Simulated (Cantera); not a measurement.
A closed system holds: 1 mol SiC, 2.6 mol CO2, 71 mol H2, held at 1.90 Pa.

Equilibrium computed with Cantera from the NASA thermochemical tables; the gas is ideal and each condensed phase is pure. Candidate condensed phases: C, C6H6, C7H8, C8H18, H2O, Si, SiC, SiO2; 123 gas species. Mutual solubility and eutectic melting of coexisting phases are not modelled. The tables hold silica as quartz up to 1696 K and as liquid above; real silica turns to tridymite and cristobalite and melts near 1996 K. Rates play no part.

x: gas mole fraction; n: condensed amount in mol.

```json
[
 {"T (°C)": "802", "x H2": "0.953", "x H": "3.29e-6", "x CO": "0.0466", "x SiO": "1.64e-5", "n SiC(s)": "0.133", "n SiO2(β-quartz)": "0.866"},
 {"T (°C)": "877", "x H2": "0.953", "x H": "1.67e-5", "x CO": "0.0467", "x SiO": "0.000559", "n SiC(s)": "0.119", "n SiO2(β-quartz)": "0.839"},
 {"T (°C)": "952", "x H2": "0.947", "x H": "6.96e-5", "x CO": "0.0480", "x SiO": "0.00533", "n SiC(s)": "0", "n SiO2(β-quartz)": "0.600"},
 {"T (°C)": "1027", "x H2": "0.946", "x H": "0.000247", "x CO": "0.0480", "x SiO": "0.00535", "n SiC(s)": "0", "n SiO2(β-quartz)": "0.598"},
 {"T (°C)": "1102", "x H2": "0.945", "x H": "0.000764", "x CO": "0.0480", "x SiO": "0.00563", "n SiC(s)": "0", "n SiO2(β-quartz)": "0.578"},
 {"T (°C)": "1177", "x H2": "0.940", "x H": "?", "x CO": "0.0478", "x SiO": "?", "n SiC(s)": "0", "n SiO2(β-quartz)": "?"},
 {"T (°C)": "1252", "x H2": "0.926", "x H": "0.00522", "x CO": "0.0473", "x SiO": "0.0132", "n SiC(s)": "0", "n SiO2(β-quartz)": "0"},
 {"T (°C)": "1327", "x H2": "0.920", "x H": "?", "x CO": "0.0472", "x SiO": "0.0131", "n SiC(s)": "0", "n SiO2(β-quartz)": "0"},
 {"T (°C)": "1402", "x H2": "0.907", "x H": "0.0254", "x CO": "0.0469", "x SiO": "0.0131", "n SiC(s)": "0", "n SiO2(β-quartz)": "0"},
 {"T (°C)": "1477", "x H2": "0.883", "x H": "0.0501", "x CO": "0.0463", "x SiO": "0.0129", "n SiC(s)": "0", "n SiO2(β-quartz)": "0"},
 {"T (°C)": "1552", "x H2": "0.842", "x H": "0.0927", "x CO": "0.0453", "x SiO": "0.0126", "n SiC(s)": "0", "n SiO2(β-quartz)": "0"}
]
```

Problem. Fill in the missing entries.

Solution. 
- 1177, x H: 0.00210
- 1177, x SiO: 0.00780
- 1177, n SiO2(β-quartz): 0.413
- 1327, x H: 0.0120
